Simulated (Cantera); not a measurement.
Input: 1 mol B, 12 mol NH3, 3 mol H2, equilibrated at 2075 K and 75.0 Torr.

Method: chemical equilibrium by Gibbs-energy minimisation in Cantera with the NASA 1993 tables (ideal gas, pure condensed phases). Candidate condensed phases: B, BN; 15 gas species. The tables' values for BH2 are old estimates; treat these amounts as uncertain. The numbers say what is thermodynamically allowed, not how fast it happens.

### Question
What is the equilibrium state?

### Answer
```
Property                            Result
-------------------------------  ---------
x(H2)                                0.786
x(N2)                                0.207
x(H)                               0.00747
x(BH2)                             7.20e-5
x(BH3)                             1.23e-6
n(BN(s))                         0.998 mol
gas amount                       26.60 mol
log10 activity of B(s) (absent)      -0.89
```
